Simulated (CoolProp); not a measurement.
A Linde-Hampson liquefier for nitrogen: isothermal reversible compression at 280 K from 1 atm to 25 MPa, throttling to 1 atm, return gas leaving the recuperator 10 K below the feed. Each further row changes one setting.

Model: reference Helmholtz-energy equation of state, Span 2000, in CoolProp.

```
case                        liquid yield per pass  compression work (kJ/kg of gas)
--------------------------  ---------------------  -------------------------------
as stated                                     [?]                              457
high pressure 50 MPa                          [?]                              [?]
warm-end temperature 310 K                  0.052                              510
warm-end gap 15 K                             [?]                              457
```

### Question
What belongs in the gaps?

### Answer

- as stated, liquid yield per pass: 0.079
- high pressure 50 MPa, liquid yield per pass: 0.087
- high pressure 50 MPa, compression work (kJ/kg of gas): 527
- warm-end gap 15 K, liquid yield per pass: 0.067
